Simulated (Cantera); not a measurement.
Feed: 1 mol NaCl, 1.2 mol H2O, 31 mol N2, held at 0.100 bar.

Equilibrium computed with Cantera from the NASA thermochemical tables; the gas is ideal and each condensed phase is pure. Candidate condensed phases: H2O, NH4Cl, Na, NaCl, NaOH, NaO2, Na2O, Na2O2; 38 gas species. Equilibrium is a limit: real reactors are often held back by kinetics, nucleation or transport.

### Question
At 1625 K, list the 5 most abundant gas species with their mole fractions, and the condensed phases.

### Answer
N2 0.934, H2O 0.0357, NaCl 0.0295, HCl 0.000432, Na 0.000234. Condensed: gas only.
